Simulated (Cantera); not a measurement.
A closed system holds: 1 mol NaI, 0.25 mol N₂, 5.3 mol H₂, held at 1423 K and 2.93 Torr.

These are equilibrium values from Cantera (NASA tables, ideal gas, pure condensed phases), not measurements of a reactor. Candidate condensed phases: I₂, Na, NaI; 16 gas species. Gases not in the tables: NaBr and NaI dimers. Kinetics and transport are ignored.

Problem. What is the equilibrium state?

Solution. 
| Quantity | Value |
|---|---|
| x(H₂) | 0.806 |
| x(NaI) | 0.148 |
| x(N₂) | 0.0380 |
| x(Na) | 0.00391 |
| x(I) | 0.00308 |
| x(HI) | 0.000828 |
| x(H) | 9.55e-5 |
| x(NaH) | 1.08e-6 |
| gas amount | 6.573 mol |
| log10 activity of Na(l) (absent) | -5.59 |
| log10 activity of I₂(l) (absent) | -11.98 |
